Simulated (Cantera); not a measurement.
A jet of 1.00 % CH4, 20.0 % O2, 79.0 % N2 at 300 K and 0.380 bar hits a platinum plate 2 cm away at a mass flux of 0.14 kg/m²/s; the plate temperature is set and raised in steps from an oxygen-covered start.

Detailed kinetics in Cantera: Deutschmann's 1995 Pt surface mechanism with GRI-Mech 3.0 gas chemistry. Catalytic surfaces can have several steady states; this one follows from the mechanism file's or the stated starting coverage.

x: mole fraction at the wall; θ: surface coverage.

```
plate T (K)  wall x CH4  wall x O2  wall x H2O  wall x OH  wall x CO  wall x CO2  θ free Pt   θ O*     θ OH*
-----------  ----------  ---------  ----------  ---------  ---------  ----------  ---------  -----  --------
900                 [?]      0.196     0.00358      <1e-8    2.31e-6     0.00234      0.113  0.887  0.000776
950                 [?]      0.193     0.00638    3.03e-8    2.58e-6     0.00418      0.161  0.838  0.000982
1000                [?]      0.189     0.00918    8.69e-8    2.64e-6     0.00604      0.215  0.784   0.00109
1050                [?]      0.187      0.0115    2.21e-7    2.59e-6     0.00755      0.272  0.727   0.00112
1100                [?]      0.185      0.0131    4.96e-7    2.50e-6     0.00865      0.330  0.669   0.00109
1150                [?]      0.184      0.0143    1.02e-6    2.46e-6     0.00940      0.388  0.611   0.00102
```

Q: Complete the blanks.

A: 
- 900, wall x CH4: 0.00808
- 950, wall x CH4: 0.00657
- 1000, wall x CH4: 0.00504
- 1050, wall x CH4: 0.00379
- 1100, wall x CH4: 0.00286
- 1150, wall x CH4: 0.00220
